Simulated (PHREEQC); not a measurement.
Make-up at 20 °C: 0.00091 mol NiCl2, 0.11 mol NaH2PO4 and 0.23 mol Na2SO4 per kg of water. Closed to the air; pH follows from the charge balance.

Computed with PHREEQC (ion-association model, wateq4f.dat).

This is a speciation only: nothing precipitates in the calculation.

Q: Order these Ni species by the share of Ni that they hold, largest first: Ni(SO4)2-2, NiSO4, Ni+2.

A: NiSO4 (59 %), Ni+2 (41 %), Ni(SO4)2-2 (0.36 %)

The pH is 4.36 and the ionic strength 0.654 mol/kgw. Complexes and solids missing from the database can't appear. H3PO4, which wateq4f.dat lacks, is added to it with the constant of phreeqc.dat. The database has no phosphate complexes of Ni.
